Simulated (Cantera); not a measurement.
# Premixed flame

A freely propagating, adiabatic, planar premixed flame of 6.66 % CH4, 0.313 % H2, 18.5 % O2, 69.3 % N2, 5.26 % H2O, equivalence ratio 0.73, unburnt at 325 K and 135 Torr; mixture-averaged transport, grid criteria slope 0.08 and curve 0.16, no radiation.

Computed with Cantera and GRI-Mech 3.0 (53 species, 325 reactions). Burning velocities carry a grid error of a few per cent, more on coarse grids.

| z (mm) | T (K) | u (m/s) | x CH4 | x H2 | x O2 | x CH2 | x H2O2 | x NO2 |
|---|---|---|---|---|---|---|---|---|
| -7.43 | 325 | 0.383 | 0.0666 | 0.00338 | 0.185 | <1e-8 | <1e-8 | <1e-8 |
| -4.95 | 326 | 0.384 | 0.0665 | 0.00396 | 0.184 | <1e-8 | 8.44e-8 | <1e-8 |
| -3.71 | 330 | 0.389 | 0.0663 | 0.00476 | 0.184 | <1e-8 | 5.00e-7 | <1e-8 |
| -2.48 | 372 | 0.441 | 0.0639 | 0.00657 | 0.181 | <1e-8 | 5.10e-6 | <1e-8 |
| -1.24 | 715 | 0.853 | 0.0464 | 0.00966 | 0.156 | 8.52e-8 | 1.13e-5 | <1e-8 |
| -0.619 | 1064 | 1.28 | 0.0266 | 0.0111 | 0.125 | 2.02e-6 | 6.14e-6 | <1e-8 |
| 0 | 1390 | 1.67 | 0.00680 | 0.0107 | 0.0877 | 1.22e-5 | 1.20e-6 | <1e-8 |
| 0.619 | 1520 | 1.83 | 0.000553 | 0.00771 | 0.0670 | 2.50e-6 | 3.77e-7 | <1e-8 |
| 1.24 | 1560 | 1.87 | 2.65e-5 | 0.00621 | 0.0602 | 1.47e-7 | 3.41e-7 | <1e-8 |
| 2.48 | 1608 | 1.92 | 6.91e-8 | 0.00565 | 0.0560 | <1e-8 | 2.75e-7 | <1e-8 |
| 4.95 | 1667 | 1.98 | <1e-8 | 0.00475 | 0.0535 | <1e-8 | 1.90e-7 | <1e-8 |
| 9.90 | 1727 | 2.05 | <1e-8 | 0.00324 | 0.0519 | <1e-8 | 1.19e-7 | <1e-8 |
| 19.8 | 1774 | 2.10 | <1e-8 | 0.00180 | 0.0507 | <1e-8 | 7.20e-8 | <1e-8 |
x: mole fraction of selected species; z is measured from the peak of heat release.

| Quantity | Result |
|---|---|
| laminar burning velocity | 38.3 cm/s |
| thermal thickness | 2.48 mm |
| peak x(CH2) | 1.22e-5 |
| peak x(H2O2) | 1.24e-5 |
| grid points | 143 |
